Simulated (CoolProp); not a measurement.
Sulfur hexafluoride along the isotherm 252.8 K: Z from the reference equation and from simpler models built on Tc = 318.7 K, pc = 37.55 bar, ω = 0.210; each cubic takes its own stable root.

Model: reference Helmholtz-energy equation of state, Guder 2009, in CoolProp.

| p (bar) | phase | reference |
|---|---|---|
| 13.4 | liquid | 0.05493 |
| 20.1 | liquid | 0.08211 |
| 26.8 | liquid | 0.1091 |
| 33.5 | liquid | 0.1360 |
| 40.2 | liquid | 0.1627 |
| 46.9 | liquid | 0.1892 |
| 53.6 | liquid | 0.2156 |
| 60.3 | liquid | 0.2419 |
| 67.1 | liquid | 0.2684 |
| 73.8 | liquid | 0.2945 |
| 80.5 | liquid | 0.3204 |
| 87.2 | liquid | 0.3462 |
| 93.9 | liquid | 0.3719 |

Task: How far does each simpler model (Soave-Redlich-Kwong, Peng-Robinson) lie from the reference over these 13 states: mean and median of the absolute difference, and the worst?

Result: 
- Soave-Redlich-Kwong: mean 4.8 %, median 4.7 %, worst +6.4 % at 252.8 K and 13.4 bar
- Peng-Robinson: mean 7.3 %, median 7.3 %, worst -8.1 % at 252.8 K and 93.9 bar
